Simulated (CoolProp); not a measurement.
Properties of n-perfluorobutane along the isotherm 273.4 K (Tc = 386.3 K, pc = 2.322 MPa, ω = 0.372).

Computed with CoolProp (reference Helmholtz-energy equation of state, Gao 2022).

| p (MPa) | phase | density (kg/m³) | Joule-Thomson coefficient (K/MPa) | isothermal compressibility (1/MPa) | expansivity (1/kK) |
|---|---|---|---|---|---|
| 0.625 | liquid | 1591 | -0.2195 | 0.003484 | 2.245 |
| 1.25 | liquid | 1594 | -0.2243 | 0.003405 | 2.213 |
| 1.88 | liquid | 1598 | -0.2288 | 0.003330 | 2.183 |
| 2.5 | liquid | 1601 | -0.2330 | 0.003259 | 2.155 |
| 3.12 | liquid | 1604 | -0.2371 | 0.003192 | 2.128 |
| 3.75 | liquid | 1607 | -0.2409 | 0.003127 | 2.102 |
| 4.38 | liquid | 1610 | -0.2446 | 0.003065 | 2.076 |
| 5 | liquid | 1613 | -0.2481 | 0.003007 | 2.053 |
| 5.62 | liquid | 1616 | -0.2514 | 0.002952 | 2.030 |
| 6.25 | liquid | 1619 | -0.2546 | 0.002898 | 2.008 |
| 6.88 | liquid | 1622 | -0.2577 | 0.002846 | 1.987 |
| 7.5 | liquid | 1625 | -0.2606 | 0.002797 | 1.966 |
| 8.12 | liquid | 1628 | -0.2634 | 0.002751 | 1.947 |
| 8.75 | liquid | 1631 | -0.2661 | 0.002705 | 1.928 |
| 9.38 | liquid | 1634 | -0.2687 | 0.002661 | 1.909 |
| 10 | liquid | 1636 | -0.2711 | 0.002619 | 1.892 |
